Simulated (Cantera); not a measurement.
A Cantera script and its output.

```python
import numpy as np
import cantera as ct

gas = ct.Solution("gri30.yaml")
gas.TPX = 1625, 2400000, {'CH4': 1, 'O2': 3.92, 'N2': 29.8, 'H2O': 3.7}
reactor = ct.IdealGasConstPressureReactor(gas, energy="on", clone=False)
net = ct.ReactorNet([reactor])
net.rtol, net.atol = 1e-08, 1e-16
show = ['CH4', 'O2', 'H2O', 'H2', 'CO2']
times = np.geomspace(5e-06, 2, 15)

steps = ct.SolutionArray(gas, extra=["t"])
rows = []
print(f"{'t/s':>10s}{'T/K':>9s}{'P/Pa':>11s}" + "".join(f"{s:>11s}" for s in show))
for t in times:
    while net.time < t:
        t_next = net.step()
        steps.append(gas.state, t=t_next)
    rows.append([np.interp(t, steps.t, y) for y in (steps.T, steps.P, *steps(*show).X.T)])
    print(f"{t:10.3e}{rows[-1][0]:9.1f}{rows[-1][1]:11.4g}" + "".join(f"{x:11.3e}" for x in rows[-1][2:]))
rate = np.gradient(steps.T, steps.t)
print("integrator steps:", len(steps.t))
if steps.T.max() > steps.T[0] + 200:
    print(f"time of steepest temperature rise: {steps.t[rate.argmax()]:.4e} s")
gas.TPX = 1625, 2400000, {'CH4': 1, 'O2': 3.92, 'N2': 29.8, 'H2O': 3.7}
gas.equilibrate("HP")
print(f"equilibrium (HP): T = {gas.T:.1f} K  " + "  ".join(f"{s} {gas[s].X[0]:.3e}" for s in show))
```

It prints:

```
       t/s      T/K       P/Pa        CH4         O2        H2O         H2        CO2
 5.000e-06   1625.0    2.4e+06  2.597e-02  1.020e-01  9.633e-02  4.936e-06  4.613e-08
 1.256e-05   1625.6    2.4e+06  2.570e-02  1.019e-01  9.650e-02  3.506e-05  1.111e-06
 3.157e-05   1637.8    2.4e+06  2.312e-02  1.001e-01  9.858e-02  5.359e-04  2.798e-05
 7.933e-05   2156.7    2.4e+06  5.071e-14  4.968e-02  1.473e-01  1.400e-04  2.572e-02
 1.993e-04   2158.5    2.4e+06  1.405e-14  4.960e-02  1.473e-01  1.190e-04  2.591e-02
 5.008e-04   2158.4    2.4e+06  7.670e-16  4.959e-02  1.473e-01  1.190e-04  2.591e-02
 1.258e-03   2158.3    2.4e+06  5.536e-19  4.957e-02  1.473e-01  1.189e-04  2.591e-02
 3.162e-03   2158.1    2.4e+06  9.416e-21  4.951e-02  1.473e-01  1.188e-04  2.591e-02
 7.946e-03   2157.4    2.4e+06  8.971e-21  4.937e-02  1.474e-01  1.185e-04  2.591e-02
 1.997e-02   2156.0    2.4e+06  8.797e-21  4.904e-02  1.474e-01  1.178e-04  2.591e-02
 5.017e-02   2153.1    2.4e+06  8.444e-21  4.838e-02  1.474e-01  1.164e-04  2.591e-02
 1.261e-01   2149.1    2.4e+06  7.972e-21  4.749e-02  1.474e-01  1.145e-04  2.591e-02
 3.168e-01   2147.0    2.4e+06  7.733e-21  4.703e-02  1.474e-01  1.135e-04  2.591e-02
 7.959e-01   2146.9    2.4e+06  7.715e-21  4.699e-02  1.474e-01  1.134e-04  2.591e-02
 2.000e+00   2146.9    2.4e+06  7.715e-21  4.699e-02  1.474e-01  1.134e-04  2.591e-02
integrator steps: 1622
time of steepest temperature rise: 4.9444e-05 s
equilibrium (HP): T = 2146.9 K  CH4 1.148e-20  O2 4.699e-02  H2O 1.474e-01  H2 1.134e-04  CO2 2.591e-02
```

Detailed kinetics in Cantera: GRI-Mech 3.0 (53 species, 325 reactions). The pressure lies above the range GRI-Mech 3.0 was tuned for (to about 10 atm).
